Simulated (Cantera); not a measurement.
Feed: 1 mol PbO, 2.5 mol O2, 41 mol H2, equilibrated at 0.0133 bar.

These are equilibrium values from Cantera (NASA tables, ideal gas, pure condensed phases), not measurements of a reactor. Candidate condensed phases: H2O, Pb, PbO, PbO2, Pb3O4; 12 gas species. Rates play no part.

Q: What share of the Pb ends up in condensed phases as a function of T (K), at 450, 550, 650, 750, 850, 950, 1050?

A: 
| T (K) | Pb condensed (%) | as |
|---|---|---|
| 450 | 100.0 | Pb(s) |
| 550 | 100.0 | Pb(s) |
| 650 | 100.0 | Pb(l) |
| 750 | 100.0 | Pb(l) |
| 850 | 99.9 | Pb(l) |
| 950 | 98.5 | Pb(l) |
| 1050 | 85.6 | Pb(l) |
